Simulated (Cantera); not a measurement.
Input: 1 mol SiH2Cl2, 0.74 mol HCl, 9.5 mol N2, at 24.8 Torr.

Equilibrium computed with Cantera from the NASA thermochemical tables; the gas is ideal and each condensed phase is pure. Candidate condensed phases: NH4Cl, Si, Si3N4; 28 gas species. N2 is the only nitrogen source here; it is nearly inert below about 1500 K, so the nitride shown seldom forms there in practice. The tables' values for SiCl3 are old estimates; treat these amounts as uncertain. The numbers say what is thermodynamically allowed, not how fast it happens.

x: gas mole fraction; n: condensed amount in mol.

| T (K) | x N2 | x HCl | x H2 | x SiCl4 | x SiCl2 | x SiCl3 | x SiHCl3 | n Si3N4(s) |
|---|---|---|---|---|---|---|---|---|
| 800 | 0.789 | 0.128 | 0.0555 | 0.0277 | 1.24e-10 | 1.76e-7 | 1.09e-5 | 0.227 |
| 850 | 0.788 | 0.133 | 0.0528 | 0.0264 | 1.49e-9 | 7.44e-7 | 1.73e-5 | 0.232 |
| 900 | 0.786 | 0.138 | 0.0504 | 0.0252 | 1.35e-8 | 2.67e-6 | 2.62e-5 | 0.237 |
| 950 | 0.786 | 0.142 | 0.0484 | 0.0242 | (withheld) | 8.37e-6 | (withheld) | 0.241 |
| 1000 | 0.785 | 0.145 | 0.0466 | 0.0233 | 5.66e-7 | 2.33e-5 | 5.26e-5 | 0.244 |
| 1050 | 0.784 | 0.148 | 0.0450 | 0.0224 | 2.79e-6 | 5.88e-5 | 7.07e-5 | 0.247 |
| 1100 | 0.783 | 0.151 | 0.0436 | 0.0217 | 1.19e-5 | 0.000136 | 9.23e-5 | 0.249 |
| 1150 | 0.783 | 0.153 | 0.0424 | 0.0209 | 4.43e-5 | 0.000291 | 0.000117 | 0.251 |
| 1200 | 0.782 | 0.155 | 0.0414 | 0.0201 | 0.000147 | 0.000581 | 0.000146 | 0.253 |
| 1250 | 0.782 | 0.157 | 0.0406 | 0.0192 | 0.000440 | 0.00109 | 0.000176 | 0.253 |
| 1300 | 0.781 | 0.158 | 0.0400 | 0.0179 | 0.00119 | 0.00190 | 0.000207 | 0.252 |
| 1350 | 0.780 | 0.157 | 0.0399 | 0.0161 | 0.00293 | 0.00307 | 0.000233 | 0.248 |
| 1400 | 0.779 | 0.155 | 0.0404 | (withheld) | (withheld) | 0.00453 | 0.000247 | 0.238 |
| 1450 | 0.778 | 0.151 | 0.0420 | 0.0101 | 0.0128 | 0.00593 | 0.000242 | 0.221 |

### Question
Complete the blanks.

### Answer

- 1400, x SiCl4: 0.0134
- 1400, x SiCl2: 0.00649
- 950, x SiCl2: 9.67e-8
- 950, x SiHCl3: 3.78e-5
